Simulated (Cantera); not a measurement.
An isothermal, constant-pressure homogeneous reactor starts with CH4 : N2 = 1 : 15 (molar parts), at 1850 K and 0.230 bar. Integrator tolerance rtol = 1e-08.

Computed with Cantera and GRI-Mech 3.0 (53 species, 325 reactions). GRI-Mech 3.0 stops at C3 and has no aromatics, soot or wall deposition, so with more carbon than oxygen in the feed, carbon stays in small species such as C2H2 where larger ones or solid carbon would form.

What does this change do: pressure from 0.230 bar to 0.133 bar?


| quantity | before | after |
|---|---|---|
| x(CH4) at 5.00 s | 3.81e-5 (gas-phase equilibrium 1.91e-5) | 2.09e-5 (gas-phase equilibrium 1.10e-5) |
| x(C2H4) at 5.00 s | 9.85e-6 (gas-phase equilibrium 2.09e-6) | 5.71e-6 (gas-phase equilibrium 1.21e-6) |
| x(HCN) at 5.00 s | 5.65e-5 (gas-phase equilibrium 0.0463) | 6.49e-5 (gas-phase equilibrium 0.0464) |
| x(H) at 5.00 s | 0.000336 (gas-phase equilibrium 0.000336) | 0.000441 (gas-phase equilibrium 0.000441) |
| x(CH2) at 5.00 s | 1.30e-8 (gas-phase equilibrium 6.50e-9) | 1.23e-8 (gas-phase equilibrium 6.50e-9) |
| x(C2H6) at 5.00 s | 1.78e-10 (gas-phase equilibrium 4.24e-11) | 5.56e-11 (gas-phase equilibrium 1.42e-11) |
| x(CH3) at 5.00 s | 2.91e-6 (gas-phase equilibrium 1.46e-6) | 2.10e-6 (gas-phase equilibrium 1.11e-6) |

What does this change do: N2 15 to 7.8 parts?


| quantity | before | after |
|---|---|---|
| x(CH4) at 5.00 s | 3.81e-5 (gas-phase equilibrium 1.91e-5) | 0.000122 (gas-phase equilibrium 6.98e-5) |
| x(C2H4) at 5.00 s | 9.85e-6 (gas-phase equilibrium 2.09e-6) | 2.96e-5 (gas-phase equilibrium 9.32e-6) |
| x(HCN) at 5.00 s | 5.65e-5 (gas-phase equilibrium 0.0463) | 4.83e-5 (gas-phase equilibrium 0.0699) |
| x(H) at 5.00 s | 0.000336 (gas-phase equilibrium 0.000336) | 0.000442 (gas-phase equilibrium 0.000442) |
| x(CH2) at 5.00 s | 1.30e-8 (gas-phase equilibrium 6.50e-9) | 2.40e-8 (gas-phase equilibrium 1.37e-8) |
| x(C2H6) at 5.00 s | 1.78e-10 (gas-phase equilibrium 4.24e-11) | 1.01e-9 (gas-phase equilibrium 3.28e-10) |
| x(CH3) at 5.00 s | 2.91e-6 (gas-phase equilibrium 1.46e-6) | 7.07e-6 (gas-phase equilibrium 4.05e-6) |

What does this change do: 0.25 parts H2O added?


```
quantity                                              before                                      after
-----------------  -----------------------------------------  -----------------------------------------
x(CH4) at 5.00 s     3.81e-5 (gas-phase equilibrium 1.91e-5)    5.00e-5 (gas-phase equilibrium 1.97e-5)
x(C2H4) at 5.00 s    9.85e-6 (gas-phase equilibrium 2.09e-6)    8.69e-6 (gas-phase equilibrium 1.51e-6)
x(HCN) at 5.00 s      5.65e-5 (gas-phase equilibrium 0.0463)    0.000149 (gas-phase equilibrium 0.0354)
x(H) at 5.00 s     0.000336 (gas-phase equilibrium 0.000336)  0.000370 (gas-phase equilibrium 0.000370)
x(CH2) at 5.00 s     1.30e-8 (gas-phase equilibrium 6.50e-9)    1.40e-8 (gas-phase equilibrium 5.54e-9)
x(C2H6) at 5.00 s  1.78e-10 (gas-phase equilibrium 4.24e-11)  2.32e-10 (gas-phase equilibrium 3.74e-11)
x(CH3) at 5.00 s     2.91e-6 (gas-phase equilibrium 1.46e-6)    3.47e-6 (gas-phase equilibrium 1.37e-6)
```
